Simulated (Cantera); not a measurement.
A closed system holds: 1 mol Al, 1.7 mol N2, 1.6 mol H2, 6 mol H2O, at 1802 °C and 28.5 Torr.

Method: chemical equilibrium by Gibbs-energy minimisation in Cantera with the NASA 1993 tables (ideal gas, pure condensed phases). Candidate condensed phases: Al, AlN, Al2O3, H2O; 35 gas species. Gases not in the tables: Al(OH)3. Equilibrium is a limit: real reactors are often held back by kinetics, nucleation or transport.

Base state: H2O 0.480, H2 0.329, N2 0.182, H 0.00783, OH 0.00131, NO 3.66e-5, O 2.23e-5, O2 1.40e-5 (mole fractions); condensed: Al2O3(s).

Question: What changes in the equilibrium state with this change: temperature from 1802 °C to 652 °C?

Answer: 
```tsv
species	before	after
H2O	0.480	0.484
H2	0.329	0.333
N2	0.182	0.183
H	0.00783	<1e-9
OH	0.00131	<1e-9
NO	3.66e-5	<1e-9
O	2.23e-5	<1e-9
O2	1.40e-5	<1e-9
Al2O3(s), mol	0.500	0.500
```
